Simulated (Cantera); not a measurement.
Charge: 1 mol trisilylamine, a varied amount of NH3, held at 1202 °C and 1.00 Torr.

Method: chemical equilibrium by Gibbs-energy minimisation in Cantera with the NASA 1993 tables (ideal gas, pure condensed phases). Candidate condensed phases: Si, Si3N4; 18 gas species. The feed counts by its element totals alone. Mutual solubility and eutectic melting of coexisting phases are not modelled. Rates play no part.

Task: Which condensed phases are stable at each of these points (n(NH3) (mol)): 0.14, 0.2, 0.3, 0.44, 0.65, 0.96, 1.4, 2.1, 3.1, 4.5, 6.6, 9.8, 14?

Result: 
```
n(NH3) (mol)  condensed phases  Si condensed (%)
------------  ----------------  ----------------
0.14          Si(s) + Si3N4(s)             100.0
0.2           Si(s) + Si3N4(s)             100.0
0.3           Si(s) + Si3N4(s)             100.0
0.44          Si(s) + Si3N4(s)             100.0
0.65          Si(s) + Si3N4(s)             100.0
0.96          Si(s) + Si3N4(s)             100.0
1.4           Si(s) + Si3N4(s)             100.0
2.1           Si(s) + Si3N4(s)             100.0
3.1           Si(s) + Si3N4(s)             100.0
4.5                   Si3N4(s)             100.0
6.6                   Si3N4(s)             100.0
9.8                   Si3N4(s)             100.0
14                    Si3N4(s)             100.0
```

From 0.14 mol NH3 to 3.1 mol NH3 the condensed part is Si(s) + Si3N4(s). From 4.5 mol NH3 to 14 mol NH3 the condensed part is Si3N4(s).
